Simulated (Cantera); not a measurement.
Feed: 1 mol Si₃N₄, a varied amount of H₂O, equilibrated at 2000 K and 1.80 mbar.

These are equilibrium values from Cantera (NASA tables, ideal gas, pure condensed phases), not measurements of a reactor. Candidate condensed phases: H₂O, Si, SiO₂, Si₂N₂O, Si₃N₄; 35 gas species. The tables hold silica as quartz up to 1696 K and as liquid above; real silica turns to tridymite and cristobalite and melts near 1996 K. Gases not in the tables: Si₂H₆ and higher silanes. Kinetics and transport are ignored.

Task: What share of the Si ends up in condensed phases as a function of n(H₂O) (mol), at 0.21, 0.28, 0.37, 0.49, 0.65, 0.85, 1.1, 1.5, 2, 2.6, 3.4?

Result: 
```tsv
n(H₂O) (mol)	Si condensed (%)	as
0.21	90.8	Si(l)
0.28	88.4	Si(l)
0.37	85.2	Si(l)
0.49	81.0	Si(l)
0.65	75.4	Si(l)
0.85	68.4	Si(l)
1.1	59.6	Si(l)
1.5	45.5	Si(l)
2	28.0	Si(l)
2.6	6.9	Si(l)
3.4	1.9	SiO₂(l)
```
